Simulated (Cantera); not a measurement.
**Pb + CO₂ + H₂ (metals in furnace atmospheres)**

Input: 1 mol Pb, 0.077 mol CO₂, 2.4 mol H₂, held at 1.33 mbar.

These are equilibrium values from Cantera (NASA tables, ideal gas, pure condensed phases), not measurements of a reactor. Candidate condensed phases: C, C₆H₆, C₇H₈, C₈H₁₈, H₂O, Pb, PbO, PbO₂, Pb₃O₄; 113 gas species. Rates play no part.

```tsv
T (°C)	x H₂	x Pb	x H₂O	x CO	n Pb(l)
627	0.939	0.00103	0.0290	0.0290	0.997
727	0.928	0.0121	0.0294	0.0294	0.970
827	0.853	0.0909	0.0274	0.0274	0.752
927	0.669	0.288	0.0216	0.0216	0
1027	0.668	0.288	0.0217	0.0217	0
1127	0.668	0.288	0.0218	0.0218	0
1227	0.668	0.288	0.0219	0.0219	0
1327	0.667	0.287	0.0219	0.0219	0
1427	0.666	0.287	0.0219	0.0219	0
```
x: gas mole fraction; n: condensed amount in mol.

From 627 °C to 827 °C the condensed part is Pb(l). From 927 °C to 1427 °C nothing is condensed. The main Pb-bearing gas is Pb throughout.
